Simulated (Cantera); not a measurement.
Thermodynamics of silicon nitride deposition, feed SiH2Cl2 + NH3

A closed system holds: 1 mol SiH2Cl2, 0.22 mol NH3, equilibrated at 925 K.

Cantera equilibrium calculation (NASA polynomials, part measured and part estimated; ideal gas, pure solids and liquids). Candidate condensed phases: NH4Cl, Si, Si3N4; 28 gas species. The tables' values for SiCl3 are old estimates; treat these amounts as uncertain. Equilibrium is a limit: real reactors are often held back by kinetics, nucleation or transport.

```tsv
P (Pa)	x H2	x SiCl4	x SiHCl3	x HCl	x SiCl2	x SiCl3	x SiH2Cl2	n Si(s)	n Si3N4(s)
5	0.669	0.231	0.00770	0.0728	0.0114	0.00816	2.52e-5	0.351	0.0550
26	0.686	0.241	0.0122	0.0494	0.00513	0.00559	6.04e-5	0.345	0.0550
140	0.697	0.245	0.0189	0.0328	0.00223	0.00371	0.000143	0.337	0.0550
710	0.702	0.244	0.0284	0.0219	0.000988	0.00246	0.000325	0.330	0.0550
3700	0.703	0.238	0.0421	0.0144	0.000427	0.00160	0.000732	0.321	0.0550
19000	0.700	0.227	0.0611	0.00945	0.000184	0.00103	0.00161	0.310	0.0550
100000	0.693	0.210	0.0869	0.00609	7.72e-5	0.000640	0.00353	0.295	0.0550
```
x: gas mole fraction; n: condensed amount in mol.

From 5.00 Pa to 1.00 bar the condensed part is Si(s) + Si3N4(s). The main Si-bearing gas is SiCl4 throughout. The share of Si in condensed phases is highest at 5.00 Pa (51.6 %) and lowest at 1.00 bar (46.0 %).
